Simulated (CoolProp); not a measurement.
Water along the isotherm 615.8 K: fugacity coefficient from the reference equation and from simpler models built on Tc = 647.1 K, pc = 22.06 MPa, ω = 0.344; each cubic takes its own stable root.

Computed with CoolProp (reference Helmholtz-energy equation of state, Wagner 2002).

```json
[
 {"p (MPa)": "12.5", "phase": "gas", "reference": "0.7661"},
 {"p (MPa)": "25", "phase": "liquid", "reference": "0.4550"},
 {"p (MPa)": "37.5", "phase": "liquid", "reference": "0.3240"},
 {"p (MPa)": "50", "phase": "liquid", "reference": "0.2589"},
 {"p (MPa)": "62.5", "phase": "liquid", "reference": "0.2202"},
 {"p (MPa)": "75", "phase": "liquid", "reference": "0.1948"},
 {"p (MPa)": "87.5", "phase": "liquid", "reference": "0.1771"},
 {"p (MPa)": "100", "phase": "liquid", "reference": "0.1641"}
]
```

**Question.** How far does each simpler model (van der Waals, Redlich-Kwong, Soave-Redlich-Kwong, Peng-Robinson) lie from the reference over these 8 states: mean and median of the absolute difference, and the worst?

**Answer.** 
- van der Waals: mean 42.4 %, median 43.5 %, worst +71.8 % at 615.8 K and 100 MPa
- Redlich-Kwong: mean 19.9 %, median 21.0 %, worst +32.7 % at 615.8 K and 100 MPa
- Soave-Redlich-Kwong: mean 13.8 %, median 14.2 %, worst +24.7 % at 615.8 K and 100 MPa
- Peng-Robinson: mean 7.0 %, median 7.0 %, worst +13.3 % at 615.8 K and 100 MPa
